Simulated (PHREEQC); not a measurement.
## Alkaline etch or developer: speciation

Consider water at 25 °C with 0.34 mol KOH and 5e-05 mol NaAlO2 per kg of water. Closed to the air; pH follows from the charge balance.

Computed with PHREEQC (ion-association model, phreeqc.dat).

Each row changes one thing in this solution. No solid was allowed to form.

```
case                                     pH  SI of Gibbsite (Al(OH)3)
------------------------------------  -----  ------------------------
as made                               13.35                     -3.25
temperature from 25 to 45 °C              ?                     -3.54
diluted 2-fold with water             13.09                     -3.26
NaAlO2 from 5e-05 to 7.5e-05 mol/kgw  13.35                     -3.08
temperature from 25 to 75 °C          12.03                         ?
NaAlO2 from 5e-05 to 1e-05 mol/kgw    13.35                     -3.95
```

Fill in the missing entries.


- temperature from 25 to 45 °C, pH: 12.75
- temperature from 25 to 75 °C, SI of Gibbsite (Al(OH)3): -3.92

Constants without temperature data keep their 25 °C values here.
